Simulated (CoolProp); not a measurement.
Vapour-liquid equilibrium of acetone (1) + n-heptane (2) at 15 bar; x and y are mole fractions of (1).

The numbers come from the multi-fluid Helmholtz-energy mixture model, Lemmon 2006 and Span 2003; pair parameters Bell 2016 in CoolProp.

```json
[
 {"x": "0.05", "bubble temperature, mixture model (K)": "490.3", "bubble temperature, Raoult's law (K)": "493.8", "y, mixture model": "0.125", "y, Raoult's law": "0.127"},
 {"x": "0.2", "bubble temperature, mixture model (K)": "469.6", "bubble temperature, Raoult's law (K)": "480.2", "y, mixture model": "0.406", "y, Raoult's law": "0.411"},
 {"x": "0.35", "bubble temperature, mixture model (K)": "456.6", "bubble temperature, Raoult's law (K)": "469.2", "y, mixture model": "0.572", "y, Raoult's law": "0.604"},
 {"x": "0.5", "bubble temperature, mixture model (K)": "448.6", "bubble temperature, Raoult's law (K)": "460.0", "y, mixture model": "0.680", "y, Raoult's law": "0.741"},
 {"x": "0.65", "bubble temperature, mixture model (K)": "443.3", "bubble temperature, Raoult's law (K)": "452.1", "y, mixture model": "0.765", "y, Raoult's law": "0.843"},
 {"x": "0.8", "bubble temperature, mixture model (K)": "439.7", "bubble temperature, Raoult's law (K)": "445.3", "y, mixture model": "0.849", "y, Raoult's law": "0.921"},
 {"x": "0.95", "bubble temperature, mixture model (K)": "437.7", "bubble temperature, Raoult's law (K)": "439.3", "y, mixture model": "0.955", "y, Raoult's law": "0.983"}
]
```

The largest gap from Raoult's law is -12.6 K in bubble temperature, at x = 0.35. No azeotrope shows between x = 0.05 and 0.95.

Pair parameters are fitted to limited data, so mixtures are less certain than the pure fluids.
